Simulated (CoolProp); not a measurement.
Vapour-liquid equilibrium of methanol (1) + ethanol (2) at 471.1 K; x and y are mole fractions of (1).

The numbers come from the multi-fluid Helmholtz-energy mixture model, de Reuck 1993 and Schroeder 2014; pair parameters Bell 2016 in CoolProp.

| x | bubble pressure, mixture model (MPa) | bubble pressure, Raoult's law (MPa) | y, mixture model | y, Raoult's law |
|---|---|---|---|---|
| 0.05 | 2.912 | 2.914 | 0.060 | 0.066 |
| 0.125 | 2.983 | 2.990 | 0.147 | 0.162 |
| 0.2 | 3.052 | 3.066 | 0.231 | 0.253 |
| 0.275 | 3.120 | 3.142 | 0.312 | 0.339 |
| 0.35 | 3.189 | 3.217 | 0.391 | 0.421 |
| 0.425 | 3.258 | 3.293 | 0.468 | 0.500 |
| 0.5 | 3.329 | 3.369 | 0.543 | 0.575 |
| 0.575 | 3.401 | 3.445 | 0.617 | 0.647 |
| 0.65 | 3.476 | 3.521 | 0.689 | 0.715 |
| 0.725 | 3.555 | 3.596 | 0.760 | 0.781 |
| 0.8 | 3.636 | 3.672 | 0.828 | 0.844 |
| 0.875 | 3.722 | 3.748 | 0.895 | 0.904 |
| 0.95 | 3.812 | 3.824 | 0.959 | 0.963 |

The largest gap from Raoult's law is -1.3 % in bubble pressure, at x = 0.575. No azeotrope shows between x = 0.05 and 0.95.

Pair parameters are fitted to limited data, so mixtures are less certain than the pure fluids.
